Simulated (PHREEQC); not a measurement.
Solution A (120 mmol/kgw CuSO4, 0.16 mmol/kgw HBF4 and 0.099 mmol/kgw NaCl) is mixed with solution B (0.0014 mol/kgw TMAH and 0.00098 mol/kgw Na2CO3) at 25 °C; shares are by mass of water, 1 kg in all. Oxygen is held at 0.21 atm. No CO2 enters from the air. Solids allowed: Cu(OH)2, Malachite, Brochantite, Antlerite, Atacamite, Halite, Mirabilite, Chalcanthite, Nahcolite, Natron, CuF2:2H2O. Others were left out.

The series has 21 steps of share of solution B, from 0 to 1.

The numbers come from PHREEQC with the ion-association model, wateq4f.dat.

Problem. Which solids form, in which order, and at which step of the series does each first stand?

Solution. Antlerite from share of solution B = 0.05 (pH 3.83), last present at share of solution B = 0.95.

Problem. Between which two steps does the pH jump most, and from what to what?

Solution. Between share of solution B = 0.95 and 1: from 4.80 to 11.15.

(CH3)4N+ isn't in the database: it is added as a free cation with an ion size of 4 Å. Real BF4- forms and hydrolyses slowly; the run takes it at equilibrium.
